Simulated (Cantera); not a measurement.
What does this Cantera script print?

```python
import numpy as np
import cantera as ct

gas_names = [...]  # 151 gases of nasa_gas.yaml made of C, H, N, O, Si
cond_names = """
    C(gr) C6H6(L) C7H8(L) C8H18(L),n-octa H2O(s) H2O(L) Si(cr) Si(L) SiC(b) SiO2(Lqz) SiO2(hqz) SiO2(L)
    Si2N2O(s) Si3N4(a)
""".split()


# ... load() reads the species with a 1 bar reference pressure and builds the phases ...
atoms = {
    'Si3N4': {'Si': 3, 'N': 4},
    'CO2': {'C': 1, 'O': 2},
    'H2': {'H': 2},
}
top_T = {'C(gr)': 4500, 'SiC(b)': 3050, 'Si2N2O(s)': 2100, 'Si3N4(a)': 2400}  # K; cautious upper limits of use, not melting points


# ... equilibrate(T, P, feed) seeds the gas with the atoms and calls Mixture.equilibrate('TP', solver="vcs", rtol=1e-11, max_steps=5000) ...
results = []
feed = {'Si3N4': 1, 'CO2': 1, 'H2': 3.7}  # mol
P = 101325  # Pa
for T in [1025, 1050, 1075, 1100, 1125, 1150, 1175, 1200, 1225, 1250, 1275, 1300]:
    mix = equilibrate(T, P, feed)
    results.append((T, P, feed, dict(zip(mix.species_names, mix.species_moles))))
    x = sorted(zip(gas.X, gas.species_names), reverse=True)
    print(f"T = {T:g} K  P = {P:g} Pa  gas = {mix.phase_moles(0):.4g} mol")
    print("   x: " + "  ".join(f"{s} {v:.3e}" for v, s in x if v > 0.001))
    print("   condensed (mol): " + ("  ".join(f"{mix.phase(i).name} {mix.phase_moles(i):.4g}"
          for i in range(1, mix.n_phases) if mix.phase_moles(i) > 1e-12) or "none"))
```

Output:

```
T = 1025 K  P = 101325 Pa  gas = 4.172 mol
   x: H2 7.930e-01  N2 1.596e-01  CH4 4.683e-02
   condensed (mol): C(gr) 0.8032  SiO2(hqz) 0.3322  Si2N2O(s) 1.334
T = 1050 K  P = 101325 Pa  gas = 4.21 mol
   x: H2 8.037e-01  N2 1.581e-01  CH4 3.747e-02
   condensed (mol): C(gr) 0.8399  SiO2(hqz) 0.3315  Si2N2O(s) 1.334
T = 1075 K  P = 101325 Pa  gas = 4.241 mol
   x: H2 8.120e-01  N2 1.568e-01  CH4 3.013e-02
   condensed (mol): C(gr) 0.8684  SiO2(hqz) 0.3305  Si2N2O(s) 1.335
T = 1100 K  P = 101325 Pa  gas = 4.266 mol
   x: H2 8.183e-01  N2 1.557e-01  CH4 2.436e-02  CO 1.407e-03
   condensed (mol): C(gr) 0.89  SiO2(hqz) 0.329  Si2N2O(s) 1.335
T = 1125 K  P = 101325 Pa  gas = 4.287 mol
   x: H2 8.231e-01  N2 1.547e-01  CH4 1.981e-02  CO 2.160e-03
   condensed (mol): C(gr) 0.9058  SiO2(hqz) 0.3268  Si2N2O(s) 1.337
T = 1150 K  P = 101325 Pa  gas = 4.306 mol
   x: H2 8.267e-01  N2 1.537e-01  CH4 1.621e-02  CO 3.252e-03
   condensed (mol): C(gr) 0.9161  SiO2(hqz) 0.3236  Si2N2O(s) 1.338
T = 1175 K  P = 101325 Pa  gas = 4.322 mol
   x: H2 8.291e-01  N2 1.525e-01  CH4 1.334e-02  CO 4.810e-03
   condensed (mol): C(gr) 0.9215  SiO2(hqz) 0.3191  Si2N2O(s) 1.34
T = 1200 K  P = 101325 Pa  gas = 4.339 mol
   x: H2 8.305e-01  N2 1.512e-01  CH4 1.104e-02  CO 6.991e-03
   condensed (mol): C(gr) 0.9216  SiO2(hqz) 0.3127  Si2N2O(s) 1.344
T = 1225 K  P = 101325 Pa  gas = 4.355 mol
   x: H2 8.309e-01  N2 1.496e-01  CO 9.997e-03  CH4 9.186e-03
   condensed (mol): C(gr) 0.9163  SiO2(hqz) 0.3038  Si2N2O(s) 1.348
T = 1250 K  P = 101325 Pa  gas = 4.374 mol
   x: H2 8.303e-01  N2 1.476e-01  CO 1.407e-02  CH4 7.681e-03
   condensed (mol): C(gr) 0.9046  SiO2(hqz) 0.2918  Si2N2O(s) 1.354
T = 1275 K  P = 101325 Pa  gas = 4.395 mol
   x: H2 8.287e-01  N2 1.451e-01  CO 1.951e-02  CH4 6.449e-03
   condensed (mol): C(gr) 0.8856  SiO2(hqz) 0.2756  Si2N2O(s) 1.362
T = 1300 K  P = 101325 Pa  gas = 4.421 mol
   x: H2 8.258e-01  N2 1.418e-01  CO 2.665e-02  CH4 5.434e-03
   condensed (mol): C(gr) 0.8578  SiO2(hqz) 0.2542  Si2N2O(s) 1.373
```

These are equilibrium values from Cantera (NASA tables, ideal gas, pure condensed phases), not measurements of a reactor. Mutual solubility and eutectic melting of coexisting phases are not modelled. The tables hold silica as quartz up to 1696 K and as liquid above; real silica turns to tridymite and cristobalite and melts near 1996 K.
